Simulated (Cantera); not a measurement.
A closed system holds: 1 mol SiH4, 2.4 mol O2, 1.2 mol O3, at 825 K and 0.440 bar.

Cantera equilibrium calculation (NASA polynomials, part measured and part estimated; ideal gas, pure solids and liquids). Candidate condensed phases: H2O, Si, SiO2; 18 gas species. The numbers say what is thermodynamically allowed, not how fast it happens.

Task: What is the equilibrium state?

Result: 
* **x(O2)**: 0.524
* **x(H2O)**: 0.476
* **n(SiO2(α-quartz))**: 1.00 mol
* **gas amount**: 4.200 mol
* **log10 activity of Si(s) (absent)**: -47.54
